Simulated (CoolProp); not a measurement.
Properties of n-heptane along the isobar 13.2 MPa.

Values from CoolProp's reference Helmholtz-energy equation of state, Span 2003. It is a short technical equation, of lower accuracy than the large ones.

```tsv
T (°C)	phase	density (kg/m³)	isothermal compressibility (1/MPa)	expansivity (1/kK)	viscosity (µPa s)	conductivity (mW/(m K))	fugacity coefficient
-34.95	liquid	737.7	0.0008107	1.055	999	145	2.258e-5
5.55	liquid	706.5	0.001063	1.087	557	134	0.0003622
45.95	liquid	675.4	0.001407	1.145	363	123	0.002508
86.35	liquid	643.8	0.001894	1.231	258	113	0.01021
126.85	liquid	611.1	0.002613	1.350	192	104	0.02914
167.25	liquid	576.8	0.003713	1.512	149	96.0	0.06451
207.75	liquid	540.3	0.005473	1.729	117	89.6	0.1192
248.15	liquid	501.1	0.008360	2.009	94.2	84.8	0.1918
288.65	supercritical	458.9	0.01307	2.342	77.0	81.5	0.2783
```

Viscosity comes from a separate model (Michailidou 2014). Thermal conductivity comes from a separate model (Assael 2013).
